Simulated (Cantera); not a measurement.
A closed system holds: 1 mol Si, a varied amount of HF, 5.6 mol H2, equilibrated at 1073.15 K and 0.248 Torr.

Equilibrium computed with Cantera from the NASA thermochemical tables; the gas is ideal and each condensed phase is pure. Candidate condensed phases: Si; 25 gas species. The numbers say what is thermodynamically allowed, not how fast it happens.

Q: Which condensed phases are stable at each of these points (n(HF) (mol)): 1.1, 1.6, 2.4, 3.4, 4.9, 7.1, 10?

A: 
| n(HF) (mol) | condensed phases | Si condensed (%) |
|---|---|---|
| 1.1 | Si(s) | 72.1 |
| 1.6 | Si(s) | 59.5 |
| 2.4 | Si(s) | 39.3 |
| 3.4 | Si(s) | 14.0 |
| 4.9 | gas only | 0.0 |
| 7.1 | gas only | 0.0 |
| 10 | gas only | 0.0 |

From 1.1 mol HF to 3.4 mol HF the condensed part is Si(s). From 4.9 mol HF to 10 mol HF nothing is condensed.
